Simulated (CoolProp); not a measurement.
Values from CoolProp's reference Helmholtz-energy equation of state, Thol 2018.

Problem. For hydrogen chloride, give the phase and the cv (kJ/(kg K)), speed of sound (m/s) at 184.7 K and 5.98 bar.

Solution. 
- 184.7 K and 5.98 bar: liquid; cv 1.05, speed of sound 1110
